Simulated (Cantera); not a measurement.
An isothermal, constant-pressure homogeneous reactor starts with 0.471 % H2, 26.2 % O2, 73.3 % N2, equivalence ratio 0.0090, at 1448 K and 1330 Pa.

Computed with Cantera and the H2/O2 subset of GRI-Mech 3.0, which has no nitrogen chemistry. Radical loss at walls, strong at low pressure, is not modelled.

x: mole fraction; the columns are a selection and need not sum to one.

```tsv
t (s)	x H2	x O2	x H	x HO2	x OH	x H2O	x H2O2
7.00e-5	0.00471	0.262	2.42e-9	3.84e-9	(withheld)	7.64e-11	<1e-12
0.000184	0.00471	0.262	4.05e-9	1.01e-8	(withheld)	1.00e-9	2.00e-12
0.000484	0.00471	0.262	7.73e-9	2.64e-8	(withheld)	1.11e-8	1.20e-11
0.00127	0.00471	0.262	3.04e-8	6.90e-8	(withheld)	1.41e-7	6.01e-11
0.00334	0.00471	0.262	7.75e-7	1.79e-7	(withheld)	5.78e-6	2.28e-10
0.00878	0.000862	0.258	0.000304	2.30e-7	(withheld)	0.00311	7.41e-9
0.0231	3.10e-5	0.257	0.000205	1.56e-7	0.000671	0.00425	3.20e-9
0.0607	3.00e-5	0.258	0.000195	1.53e-7	0.000661	0.00426	3.16e-9
0.159	2.77e-5	0.258	0.000172	1.47e-7	0.000635	0.00429	3.05e-9
0.419	2.26e-5	0.258	0.000125	1.33e-7	(withheld)	0.00435	2.79e-9
1.10	1.43e-5	0.259	6.17e-5	1.04e-7	(withheld)	0.00445	2.22e-9
2.90	5.99e-6	0.260	1.63e-5	6.18e-8	(withheld)	0.00456	1.33e-9
7.61	1.65e-6	0.260	2.33e-6	2.68e-8	(withheld)	0.00464	5.42e-10
20.0	3.80e-7	0.260	2.54e-7	1.20e-8	(withheld)	0.00469	1.65e-10
```

Problem. Complete the blanks.

Solution. 
- 7.00e-5, x OH: 1.48e-9
- 0.000184, x OH: 6.85e-9
- 0.000484, x OH: 2.80e-8
- 0.00127, x OH: 1.61e-7
- 0.00334, x OH: 4.52e-6
- 0.00878, x OH: 0.00119
- 0.419, x OH: 0.000574
- 1.10, x OH: 0.000458
- 2.90, x OH: 0.000297
- 7.61, x OH: 0.000156
- 20.0, x OH: 7.48e-5
